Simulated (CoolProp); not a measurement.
20 sccm (0 °C, 1 atm) of nitrogen bubbles through liquid o-xylene at 322.2 K and leaves saturated at a total pressure of 0.0736 MPa (ideal gas phase). Each further row changes one setting.

Computed with CoolProp (reference Helmholtz-energy equation of state, Zhou 2012).

```
case                      vapour pressure (kPa)  mole fraction of vapour  delivery (mg/min)  delivery (sccm)  change of delivery for a bath 1 K warmer (%)
------------------------  ---------------------  -----------------------  -----------------  ---------------  --------------------------------------------
as stated                                  3.26                   0.0443               4.39            0.926                                           5.2
bath temperature 327.2 K                   4.14                   0.0563               5.65             1.19                                           5.1
total pressure 0.147 MPa                   3.26                   0.0222               2.15            0.453                                           5.1
```
